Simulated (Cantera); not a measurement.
Feed: 1 mol SiCl4, 1.6 mol Cl2, 0.62 mol H2, 0.84 mol HCl, equilibrated at 1573.15 K and 173 Torr.

Method: chemical equilibrium by Gibbs-energy minimisation in Cantera with the NASA 1993 tables (ideal gas, pure condensed phases). The tables' values for SiCl3 are old estimates; treat these amounts as uncertain. Kinetics and transport are ignored.

```csv
species,before,after
HCl,0.491,0.510
SiCl4,0.236,0.245
Cl2,0.189,0.235
Cl,0.0847,0.00999
SiCl3,9.36e-5,7.41e-7
```
Gas species are given as mole fractions.

Question: What was changed between the two runs?
A) pressure from 173 Torr to 1130 Torr
B) temperature from 1573.15 K to 1275 K
C) temperature from 1573.15 K to 1398.15 K
D) Cl2 from 1.6 to 0.79 mol

Answer: B, temperature from 1573.15 K to 1275 K
